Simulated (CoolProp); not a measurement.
Ethanol along the isobar 457 kPa: fugacity coefficient from the reference equation and from simpler models built on Tc = 241.6 °C, pc = 6268 kPa, ω = 0.644; each cubic takes its own stable root.

Model: reference Helmholtz-energy equation of state, Schroeder 2014, in CoolProp.

| T (°C) | phase | reference | van der Waals | Redlich-Kwong | Soave-Redlich-Kwong |
|---|---|---|---|---|---|
| -74.65 | liquid | 1.980e-6 | 0.05284 | 0.0003721 | 6.852e-7 |
| -59.35 | liquid | 1.469e-5 | 0.09753 | 0.001597 | 6.741e-6 |
| -44.05 | liquid | 8.160e-5 | 0.1655 | 0.005366 | 4.646e-5 |
| -28.75 | liquid | 0.0003587 | 0.2625 | 0.01488 | 0.0002408 |
| -13.45 | liquid | 0.001302 | 0.3934 | 0.03540 | 0.0009901 |
| 1.85 | liquid | 0.004026 | 0.5627 | 0.07444 | 0.003365 |
| 17.15 | liquid | 0.01089 | 0.7736 | 0.1415 | 0.009757 |
| 32.45 | liquid | 0.02629 | 0.9281 | 0.2472 | 0.02477 |
| 47.75 | liquid | 0.05752 | 0.9355 | 0.4028 | 0.05615 |
| 63.05 | liquid | 0.1156 | 0.9419 | 0.6186 | 0.1156 |
| 78.35 | liquid | 0.2158 | 0.9474 | 0.9033 | 0.2189 |
| 93.65 | liquid | 0.3772 | 0.9523 | 0.9365 | 0.3857 |
| 108.95 | liquid | 0.6221 | 0.9565 | 0.9431 | 0.6379 |
| 124.25 | gas | 0.9227 | 0.9603 | 0.9489 | 0.9366 |
| 139.55 | gas | 0.9360 | 0.9636 | 0.9540 | 0.9442 |

At some of these states van der Waals, Redlich-Kwong gives the other phase, because its saturation line lies elsewhere.
